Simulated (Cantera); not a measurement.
Feed: 1 mol Si, 0.02 mol O2, 52 mol H2, at 1248 K and 0.630 bar.

Equilibrium computed with Cantera from the NASA thermochemical tables; the gas is ideal and each condensed phase is pure. Candidate condensed phases: H2O, Si, SiO2; 18 gas species. Mutual solubility and eutectic melting of coexisting phases are not modelled. The tables hold silica as quartz up to 1696 K and as liquid above; real silica turns to tridymite and cristobalite and melts near 1996 K. Equilibrium is a limit: real reactors are often held back by kinetics, nucleation or transport.

Base state: H2 1.000 (mole fractions); condensed: Si(s) + SiO2(β-quartz).

Problem. What changes in the equilibrium state with this change: Si replaced by Cu?

Solution. 
```tsv
species	before	after
H2	1.000	0.999
H2O	1.27e-7	0.000769
Si(s), mol	0.980	0
SiO2(β-quartz), mol	0.0199	0
Cu(s), mol	0	1.000
```
Further candidate phases: Cu, CuO, Cu(OH)2, Cu2O.

Problem. What changes in the equilibrium state with this change: temperature from 1248 K to 1823 K?

Solution. 
```csv
species,before,after
H2,1.000,0.999
SiO,3.21e-6,0.000768
H,5.88e-7,0.000545
SiH2,3.02e-8,3.51e-5
"Si(s), mol",0.980,0
"SiO2(β-quartz), mol",0.0199,0
"Si(l), mol",0,0.957
```
Gases not in the tables: Si2H6 and higher silanes.
